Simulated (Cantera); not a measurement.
A closed system holds: 1 mol Si, 0.03 mol CO2, 49 mol N2, equilibrated at 0.203 Torr.

These are equilibrium values from Cantera (NASA tables, ideal gas, pure condensed phases), not measurements of a reactor. Candidate condensed phases: C, Si, SiC, SiO2, Si2N2O, Si3N4; 34 gas species. Mutual solubility and eutectic melting of coexisting phases are not modelled. The numbers say what is thermodynamically allowed, not how fast it happens.

Which condensed phases are stable at each of these points (T (°C)): 1475, 1500, 1525, 1550, 1575, 1600, 1625, 1650?


```json
[
 {"T (°C)": "1475", "condensed phases": "Si(l) + SiC(s)", "Si condensed (%)": "66.0"},
 {"T (°C)": "1500", "condensed phases": "Si(l) + SiC(s)", "Si condensed (%)": "52.8"},
 {"T (°C)": "1525", "condensed phases": "Si(l) + SiC(s)", "Si condensed (%)": "34.0"},
 {"T (°C)": "1550", "condensed phases": "Si(l) + SiC(s)", "Si condensed (%)": "7.3"},
 {"T (°C)": "1575", "condensed phases": "SiC(s)", "Si condensed (%)": "0.6"},
 {"T (°C)": "1600", "condensed phases": "gas only", "Si condensed (%)": "0.0"},
 {"T (°C)": "1625", "condensed phases": "gas only", "Si condensed (%)": "0.0"},
 {"T (°C)": "1650", "condensed phases": "gas only", "Si condensed (%)": "0.0"}
]
```

From 1475 °C to 1550 °C the condensed part is Si(l) + SiC(s). At 1575 °C the condensed part is SiC(s). From 1600 °C to 1650 °C nothing is condensed.
